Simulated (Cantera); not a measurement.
Charge: 1 mol SiCl₄, 0.12 mol HCl, 65 mol H₂, equilibrated at 450 Pa.

Equilibrium computed with Cantera from the NASA thermochemical tables; the gas is ideal and each condensed phase is pure. Candidate condensed phases: Si; 19 gas species. The numbers say what is thermodynamically allowed, not how fast it happens.

Over these rows the condensed part is Si(s). Partial pressures as log10 of bar:

| T (K) | 1000/T (1/K) | log p SiHCl₃ | log p H₂ | log p HCl |
|---|---|---|---|---|
| 1298 | 0.7704 | -6.68 | -2.37 | -3.67 |
| 1348 | 0.7418 | -7.00 | -2.37 | -3.67 |
| 1398 | 0.7153 | -7.30 | -2.37 | -3.67 |
| 1448 | 0.6906 | ? | -2.37 | -3.68 |
| 1498 | 0.6676 | -7.84 | -2.37 | -3.68 |
| 1548 | 0.6460 | -8.09 | -2.37 | -3.68 |

**Question.** Fit log p(SiHCl₃) = a + b·(1000/T) to the five rows, give the apparent enthalpy, and predict the row at 1448 K.

**Answer.** Means: 1000/T = 0.7082, log p = -7.382. Sxy = 0.119714, Sxx = 0.0105654, so b = 11.33 and a = -7.382 − (11.33)×0.7082 = -15.41.
Apparent enthalpy: −19.145 × (11.33) = -217 kJ/mol. With the condensed phases at unit activity, Si(s) + 3 HCl(g) = SiHCl₃(g) + H₂(g) links this pressure to the main gases: over the six rows their terms move log p by -0.03 in all, so the slope is close to that reaction's ΔH°. The five rows lie within 0.01 of the line.
Prediction at 1448 K: -15.41 + (11.33)×0.6906 = -7.59. The computed value is -7.58, 0.01 from the line.
